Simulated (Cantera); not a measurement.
Feed: 1 mol TiCl4, a varied amount of C3H8, equilibrated at 2023 K and 0.280 bar.

Cantera equilibrium calculation (NASA polynomials, part measured and part estimated; ideal gas, pure solids and liquids). Candidate condensed phases: C, C6H6, C7H8, C8H18, Ti, TiC, TiCl2, TiCl3, TiCl4; 96 gas species. TiC: taken at fixed stoichiometry. The numbers say what is thermodynamically allowed, not how fast it happens.

Task: Which condensed phases are stable at each of these points (n(C3H8) (mol)): 0.061, 0.12, 0.18, 0.24, 0.29, 0.35, 0.41?

Result: 
| n(C3H8) (mol) | condensed phases | Ti condensed (%) |
|---|---|---|
| 0.061 | C(graphite) | 0.0 |
| 0.12 | C(graphite) | 0.0 |
| 0.18 | C(graphite) + TiC(s) | 9.9 |
| 0.24 | C(graphite) + TiC(s) | 18.9 |
| 0.29 | C(graphite) + TiC(s) | 25.7 |
| 0.35 | C(graphite) + TiC(s) | 33.2 |
| 0.41 | C(graphite) + TiC(s) | 39.9 |

From 0.061 mol C3H8 to 0.12 mol C3H8 the condensed part is C(graphite). From 0.18 mol C3H8 to 0.41 mol C3H8 the condensed part is C(graphite) + TiC(s).
